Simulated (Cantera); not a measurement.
Charge: 1 mol TEOS, 0.77 mol H₂O, at 873 K and 1.00 bar.

These are equilibrium values from Cantera (NASA tables, ideal gas, pure condensed phases), not measurements of a reactor. Candidate condensed phases: C, C₆H₆, C₇H₈, C₈H₁₈, H₂O, Si, SiC, SiO₂; 123 gas species. The feed counts by its element totals alone. Rates play no part.

Base state: H₂ 0.600, CH₄ 0.162, H₂O 0.145, CO 0.0568, CO₂ 0.0366 (mole fractions); condensed: C(graphite) + SiO₂(β-quartz).

**Question.** What changes in the equilibrium state with this change: temperature from 873 K to 1723.15 K?

**Answer.** 
```csv
species,before,after
H₂,0.600,0.692
CO,0.0568,0.306
SiO,<1e-9,0.00135
CH₄,0.162,0.000482
H₂O,0.145,8.99e-5
CO₂,0.0366,1.13e-5
H,<1e-9,0.000152
C₂H₂ (acetylene),<1e-9,6.27e-5
"C(graphite), mol",5.43,2.26
"SiO₂(β-quartz), mol",1.00,0
"SiC(s), mol",0,0.979
```
